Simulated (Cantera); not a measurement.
## Ignition delay

Mixture: 16.2 % H2, 12.8 % O2, 70.9 % N2, equivalence ratio 0.63, at 0.520 bar, adiabatic and at constant pressure. Ignition delay is the time to a rise of 400 K.

Model: GRI-Mech 3.0 (53 species, 325 reactions), integrated in Cantera. Where the delays flatten at high temperature, the 400 K rule measures the pace of heat release, not the induction time.

| T0 (K) | delay (ms) |
|---|---|
| 1300 | 0.110 |
| 1375 | 0.101 |
| 1450 | 0.0994 |
| 1525 | 0.102 |
| 1600 | 0.109 |
| 1675 | 0.119 |
| 1750 | 0.131 |
| 1825 | 0.145 |
| 1900 | 0.162 |
